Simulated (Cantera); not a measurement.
Input (Python, Cantera) and output of one run.

```python
import numpy as np
import cantera as ct

gas_names = """
    H H2 N NH NH2 NH3 N2 N2H2 N2H4 V VN
""".split()
cond_names = """
    V(cr) V(L) VN(s)
""".split()


def load(file, names, dense=False):
    # The tables refer to 1 bar. Condensed volumes are neglected.
    table = {s.name: s for s in ct.Species.list_from_file(file)}
    out = []
    for n in names:
        d = dict(table[n].input_data)
        d["thermo"] = dict(d["thermo"], **{"reference-pressure": 1e5})
        if dense:
            d["equation-of-state"] = {"model": "constant-volume", "density": "1e6 g/cm^3"}
        out.append(ct.Species.from_dict(d))
    return out


gas = ct.Solution(thermo="ideal-gas", species=load("nasa_gas.yaml", gas_names))
cond = {s.name: ct.Solution(thermo="fixed-stoichiometry", species=[s], name=s.name)
        for s in load("nasa_condensed.yaml", cond_names, dense=True)}
atoms = {
    'V': {'V': 1},
    'N2': {'N': 2},
    'H2': {'H': 2},
}
top_T = {'VN(s)': 2300}  # K; cautious upper limits of use, not melting points


def equilibrate(T, P, feed):
    n = {}
    for name, mol in feed.items():
        for a, k in atoms[name].items():
            n[a] = n.get(a, 0.0) + k * mol
    gas.TPX = T, P, n
    mass = sum(n.values()) * gas.mean_molecular_weight
    gas.equilibrate("TP")
    valid = [c for c in cond.values() if c.min_temp <= T <= top_T.get(c.name, c.max_temp)]
    mix = ct.Mixture([(gas, mass / gas.mean_molecular_weight)] + [(c, 0.0) for c in valid])
    mix.T, mix.P = T, P
    mix.equilibrate("TP", solver="vcs", rtol=1e-11, max_steps=5000)
    return mix


results = []
feed = {'V': 1, 'N2': 14, 'H2': 90}  # mol
T = 1550  # K
P = 84000  # Pa
mix = equilibrate(T, P, feed)
results.append((T, P, feed, dict(zip(mix.species_names, mix.species_moles))))
print(gas.report(threshold=1e-06))
for i in range(1, mix.n_phases):
    print(f"{mix.phase(i).name:16s} {mix.phase_moles(i):12.5e} mol")
```

Output:

```
       temperature   1550 K
          pressure   84000 Pa
           density   0.035243 kg/m^3
  mean mol. weight   5.407 kg/kmol
   phase of matter   gas

                          1 kg             1 kmol
                     ---------------   ---------------
          enthalpy         7.073e+06        3.8244e+07  J
   internal energy        4.6895e+06        2.5356e+07  J
           entropy             35667        1.9285e+05  J/K
    Gibbs function       -4.8211e+07       -2.6068e+08  J
 heat capacity c_p            6078.4             32866  J/K
 heat capacity c_v            4540.7             24552  J/K

                      mass frac. Y      mole frac. X     chem. pot. / RT
                     ---------------   ---------------   ---------------
                 H        5.9737e-06        3.2044e-05           -9.5065
                H2            0.3242           0.86953           -19.013
               NH3        4.1471e-05        1.3166e-05           -42.682
                N2           0.67575           0.13043           -28.325
     [   +7 minor]        4.0214e-09        1.3542e-09

V(cr)             0.00000e+00 mol
VN(s)             1.00000e+00 mol
```

Method: chemical equilibrium by Gibbs-energy minimisation in Cantera with the NASA 1993 tables (ideal gas, pure condensed phases). VN: taken at fixed stoichiometry. Condensed phases not in the tables: V2N.
